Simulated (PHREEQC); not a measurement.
Consider water at 25 °C with 0.0096 mol/kgw CuCl2 and 0.037 mol/kgw Na2SO4. Closed to the air; pH follows from the charge balance.

Model: ion-association model, wateq4f.dat, run in PHREEQC.

No solid was allowed to form.

Estimate the pH.

pH 5.10.

In which forms is S present?

SO4-2 79 %, CuSO4 11 %, NaSO4- 9.8 % of the S.

Examples of supersaturated solids here: Antlerite, Brochantite. Others may be too. Complexes and solids missing from the database can't appear.
